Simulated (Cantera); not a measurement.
A perfectly stirred reactor is fed with H2 : O2 : N2 = 0.49 : 1 : 0.95 (molar parts), at 743 Torr; it is held at 1325 K, and followed from long to short residence time.

Cantera simulation using the H2/O2 subset of GRI-Mech 3.0, which has no nitrogen chemistry; the numbers are that mechanism's predictions, not measurements. The temperature is held fixed by assumption; the heat of reaction is taken as removed at once.

x: mole fraction; the columns are a selection and need not sum to one.

```
τ (s)          x H2   x O2  x H2O      x H2O2       x HO2        x OH         x H
-------  ----------  -----  -----  ----------  ----------  ----------  ----------
2.3         2.95e-5  0.344  0.223     1.74e-7     1.61e-6    0.000133     1.27e-7
0.87        5.66e-5  0.344  0.223     2.87e-7     3.03e-6    0.000182     3.34e-7
0.33       0.000108  0.344  0.223     4.61e-7     5.67e-6    0.000249     8.85e-7
0.12       0.000213  0.344  0.223     7.43e-7     1.07e-5    0.000344     2.45e-6
0.045      0.000409  0.344  0.222     1.16e-6     1.95e-5    0.000472     6.56e-6
0.017    (withheld)  0.344  0.222  (withheld)  (withheld)  (withheld)  (withheld)
0.0064   (withheld)  0.344  0.221  (withheld)  (withheld)  (withheld)  (withheld)
0.0024      0.00263  0.344  0.219     4.13e-6     8.79e-5     0.00127    0.000123
0.00089     0.00469  0.344  0.217     5.96e-6    0.000128     0.00184    0.000330
```

**Question.** Some entries are withheld; supply them.

**Answer.** 
- 0.017, x H2: 0.000773
- 0.017, x H2O2: 1.80e-6
- 0.017, x HO2: 3.40e-5
- 0.017, x OH: 0.000647
- 0.017, x H: 1.74e-5
- 0.0064, x H2: 0.00144
- 0.0064, x H2O2: 2.76e-6
- 0.0064, x HO2: 5.65e-5
- 0.0064, x OH: 0.000898
- 0.0064, x H: 4.64e-5
